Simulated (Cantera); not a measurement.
Input: 1 mol TEOS, 0.17 mol N₂O, 1.1 mol CO₂, held at 900 K and 13.0 Pa.

Cantera equilibrium calculation (NASA polynomials, part measured and part estimated; ideal gas, pure solids and liquids). Candidate condensed phases: C, C₆H₆, C₇H₈, C₈H₁₈, H₂O, Si, SiC, SiO₂, Si₂N₂O, Si₃N₄; 151 gas species. The feed counts by its element totals alone. The numbers say what is thermodynamically allowed, not how fast it happens.

Base state: H₂ 0.688, CO 0.300, N₂ 0.0117, CO₂ 6.55e-5, H₂O 6.52e-5, CH₄ 1.92e-5 (mole fractions); condensed: C(graphite) + SiO₂(β-quartz).

### Question
What changes in the equilibrium state with this change: TEOS replaced by SiH₄?

### Answer
```tsv
species	before	after
H₂	0.688	0.787
CO	0.300	0.146
N₂	0.0117	0.0669
CO₂	6.55e-5	1.54e-5
H₂O	6.52e-5	3.62e-5
CH₄	1.92e-5	2.52e-5
C(graphite), mol	4.73	0.730
SiO₂(β-quartz), mol	1.00	1.00
```
